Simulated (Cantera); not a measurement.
Charge: 1 mol Nb₂O₅, 36 mol H₂, 0.38 mol H₂O, at 2175 K and 0.473 Torr.

Cantera equilibrium calculation (NASA polynomials, part measured and part estimated; ideal gas, pure solids and liquids). Candidate condensed phases: H₂O, Nb, NbO, NbO₂, Nb₂O₅; 12 gas species. Rates play no part.

Base state: H₂ 0.750, H 0.168, NbO₂ 0.0467, H₂O 0.0327, OH 0.000987, NbO 0.000975, O 0.000155 (mole fractions); condensed: gas only.

Question: What changes in the equilibrium state with this change: temperature from 2175 K to 900 K?

Answer: 
| species | before | after |
|---|---|---|
| H₂ | 0.750 | 0.990 |
| H₂O | 0.0327 | 0.0104 |
| H | 0.168 | 4.63e-9 |
| NbO₂ | 0.0467 | <1e-9 |
| OH | 0.000987 | <1e-9 |
| NbO | 0.000975 | <1e-9 |
| O | 0.000155 | <1e-9 |
| Nb₂O₅(s), mol | 0 | 1.00 |
Condensed phases not in the tables: the oxides between NbO₂ and Nb₂O₅.
